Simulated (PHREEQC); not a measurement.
A column of 0.1 m (30 cells, dispersivity 0.005 m, 60 s a shift, diffusion coefficient 3e-10 m²/s) holds 0.048 eq of the database's cation exchanger X per kg of pore water, first in equilibrium with 0.00032 mol KCl, 0.0022 mol BaCl2 and 1e-05 mol HCl per kg of water. It is flushed with 0.086 mol NH4Cl, 0.013 mol MgCl2 and 1e-05 mol HCl per kg of water, at 15 °C. Values are for the last cell. The system is closed to CO2. Nothing may precipitate in this run.

Base run: PHREEQC, ion-association model, phreeqc.dat. Each further column changes one thing. The table gives NH4 in solution (mol/kgw).

```tsv
pore volumes	base	exchange capacity from 0.048 to 0.024 eq/kgw	dispersivity from 0.005 to 0.01 m
0	0	0	0
0.4167	1.23e-8	1.28e-6	2.12e-5
0.8167	0.00384	0.0101	0.0105
1.117	0.0253	0.0401	0.0317
1.517	0.0568	0.0701	0.0564
1.917	0.0734	0.0813	0.0707
2.217	0.0793	0.0841	0.0767
2.617	0.0831	0.0855	0.0811
3.017	0.0848	0.0858	0.0834
```
